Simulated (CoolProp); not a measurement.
R227EA at 328.08 K and 0.69 MPa flows at 0.11 m/s in a round tube of 50 mm bore and 1.5 µm roughness, fully developed (64/Re and Nu = 3.66 if laminar; Colebrook and Gnielinski if turbulent). Each further row changes one setting.

The numbers come from the reference Helmholtz-energy equation of state, Lemmon 2016 in CoolProp.

```csv
case,Reynolds number,Darcy friction factor,pressure drop (Pa/m),heat-transfer coefficient (W/(m² K)),mass flow (kg/h)
as stated,21500,0.0255,0.156,18.1,39.2
velocity 0.22 m/s,43000,0.0217,0.530,31.3,78.5
diameter 100 mm,43000,0.0217,0.0661,15.6,157
```

Viscosity comes from a separate model (Huber 2003), an estimate that may be off by 10 % or more. Thermal conductivity comes from a separate model (Huber 2003), an estimate that may be off by 10 % or more.
